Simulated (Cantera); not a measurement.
## Thermodynamics of titanium nitride, carbide and oxide coatings, feed Ti(NMe2)4 + N2 + H2

A closed system holds: 1 mol Ti(NMe2)4, 0.53 mol N2, 8.2 mol H2, at 5.90 mbar.

These are equilibrium values from Cantera (NASA tables, ideal gas, pure condensed phases), not measurements of a reactor. Candidate condensed phases: C, C6H6, C7H8, C8H18, Ti, TiC, TiN; 93 gas species. The feed counts by its element totals alone. TiC: taken at fixed stoichiometry. Kinetics and transport are ignored.

From 1225 °C to 1775 °C the condensed part is C(graphite) + TiC(s).

```tsv
T (°C)	x H2	x N2	x H	x HCN	x C2H2 (acetylene)	x HNC	x CH4	n C(graphite)	n TiC(s)
1225	0.888	0.111	0.000211	0.000328	7.83e-6	5.49e-6	1.21e-5	6.99	1.00
1275	0.888	0.111	0.000378	0.000461	1.39e-5	9.05e-6	9.55e-6	6.99	1.00
1325	0.888	0.111	0.000653	0.000634	2.39e-5	1.44e-5	7.66e-6	6.98	1.00
1375	0.887	0.111	0.00109	0.000856	3.97e-5	2.24e-5	6.22e-6	6.98	1.00
1425	0.886	0.111	0.00177	0.00113	6.39e-5	3.38e-5	5.12e-6	6.97	1.00
1475	0.885	0.110	0.00280	0.00148	1.00e-4	4.97e-5	4.25e-6	6.96	1.00
1525	0.883	0.110	0.00431	0.00190	0.000152	7.16e-5	3.57e-6	6.95	1.00
1575	0.881	0.110	0.00648	0.00240	0.000227	0.000101	3.02e-6	6.93	1.00
1625	0.878	0.109	0.00953	0.00299	0.000330	0.000140	2.57e-6	6.91	1.00
1675	0.873	0.109	0.0137	0.00368	0.000471	0.000190	2.20e-6	6.89	1.000
1725	0.867	0.108	0.0194	0.00447	0.000657	0.000253	1.89e-6	6.86	1.000
1775	0.859	0.107	0.0270	0.00538	0.000901	0.000333	1.63e-6	6.83	1.000
```
x: gas mole fraction; n: condensed amount in mol.
